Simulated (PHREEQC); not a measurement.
Consider water at 20 °C with 0.0088 mol HF, 8.6e-05 mol NaF and 0.001 mol (NH4)2SiF6 per kg of water. Closed to the air; pH follows from the charge balance.

Equilibrium calculation in PHREEQC: ion-association model, phreeqc.dat.

```json
[
 {"quantity": "pH", "before": "2.67", "after": "2.67"},
 {"quantity": "ionic strength (mol/kgw)", "before": "0.00540", "after": "0.00692"},
 {"quantity": "HF (mol/kgw)", "before": "0.00643", "after": "0.00641"},
 {"quantity": "F- (mol/kgw)", "before": "0.00235", "after": "0.00237"},
 {"quantity": "HF2- (mol/kgw)", "before": "5.56e-5", "after": "5.58e-5"},
 {"quantity": "SI of Quartz (SiO2)", "before": "-2.82", "after": "-2.65"}
]
```

Task: Which change was made?
A. (NH4)2SiF6 from 0.001 to 0.0015 mol/kgw
B. temperature from 20 to 50 °C
C. NaF from 8.6e-05 to 0.000129 mol/kgw
D. diluted 5-fold with water
E. diluted 10-fold with water

Result: A, (NH4)2SiF6 from 0.001 to 0.0015 mol/kgw

This is a speciation only: nothing precipitates in the calculation. SiF6-2 is the database's only silicon fluoride.
